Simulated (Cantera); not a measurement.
## MgCO3 + H2S + H2O (roasting and sulfation)

Input: 1 mol MgCO3, a varied amount of H2S, 0.046 mol H2O, held at 1475 °C and 1800 Torr.

Equilibrium computed with Cantera from the NASA thermochemical tables; the gas is ideal and each condensed phase is pure. Candidate condensed phases: C, C6H6, C7H8, C8H18, H2O, H2SO4, Mg, MgCO3, MgO, Mg(OH)2, MgS, MgSO4, S; 130 gas species. Kinetics and transport are ignored.

| n(H2S) (mol) | log p CO2 | log p H2 | log p CO | log p H2O | log p H2S | log p S2 | log p SO2 | log p SH | n MgO(s) |
|---|---|---|---|---|---|---|---|---|---|
| 0.053 | 0.25 | -2.01 | -0.50 | -0.71 | -3.51 | -3.22 | -0.97 | -4.04 | 1.00 |
| 0.098 | 0.17 | -1.65 | -0.33 | -0.59 | -2.48 | -1.89 | -0.82 | -3.19 | 1.000 |
| 0.18 | 0.08 | -1.35 | -0.24 | -0.47 | -1.83 | -1.19 | -0.81 | -2.69 | 1.000 |
| 0.34 | -0.05 | -1.06 | -0.21 | -0.34 | -1.35 | -0.79 | -0.93 | -2.35 | 1.000 |
| 0.63 | -0.23 | -0.79 | -0.21 | -0.26 | -0.96 | -0.56 | -1.19 | -2.10 | 1.000 |
| 1.2 | -0.52 | -0.53 | -0.25 | -0.25 | -0.63 | -0.42 | -1.62 | -1.90 | 1.000 |
| 2.2 | -0.89 | -0.34 | -0.34 | -0.32 | -0.40 | -0.36 | -2.13 | -1.77 | 1.000 |
| 4 | -1.31 | -0.20 | -0.49 | -0.46 | -0.25 | -0.33 | -2.67 | -1.69 | 1.000 |
log p: log10 of the partial pressure in bar; n: condensed amount in mol.

From 0.053 mol H2S to 4 mol H2S the condensed part is MgO(s). The main Mg-bearing gas is Mg(OH)2 throughout.
